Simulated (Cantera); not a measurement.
An isothermal, constant-pressure homogeneous reactor starts with CO : O₂ : H₂O : N₂ = 0.003 : 0.005 : 0.019 : 1 (molar parts), equivalence ratio 0.30, at 1475 K and 10.0 bar.

Model: GRI-Mech 3.0 (53 species, 325 reactions), integrated in Cantera.

x: mole fraction; the columns are a selection and need not sum to one.

| t (s) | x CO | x O₂ | x H₂O | x NO | x CO₂ | x H₂O₂ | x O |
|---|---|---|---|---|---|---|---|
| 0.000500 | 0.00131 | 0.00408 | 0.0184 | 4.68e-8 | 0.00161 | 1.34e-7 | 2.65e-5 |
| 0.00129 | 0.000269 | 0.00354 | 0.0185 | 1.12e-7 | 0.00266 | 4.50e-8 | 6.06e-6 |
| 0.00334 | ___ | 0.00343 | 0.0185 | 1.37e-7 | 0.00289 | ___ | ___ |
| 0.00865 | 3.29e-6 | 0.00341 | 0.0185 | 1.45e-7 | 0.00292 | 2.80e-9 | 2.55e-7 |
| 0.0224 | 2.10e-7 | 0.00341 | 0.0185 | 1.47e-7 | 0.00293 | 9.14e-10 | 8.03e-8 |
| 0.0578 | 5.49e-8 | 0.00341 | 0.0185 | 1.48e-7 | 0.00293 | 6.21e-10 | 5.40e-8 |
| 0.150 | 5.33e-8 | 0.00341 | 0.0185 | 1.49e-7 | 0.00293 | 6.14e-10 | 5.34e-8 |
| 0.387 | 5.33e-8 | 0.00341 | 0.0185 | 1.51e-7 | 0.00293 | 6.14e-10 | 5.34e-8 |
| 1.00 | 5.33e-8 | 0.00341 | 0.0185 | 1.57e-7 | 0.00293 | 6.14e-10 | 5.34e-8 |

Problem. Complete the blanks.

Solution. 
- 0.00334, x CO: 3.63e-5
- 0.00334, x H₂O₂: 1.17e-8
- 0.00334, x O: 1.19e-6
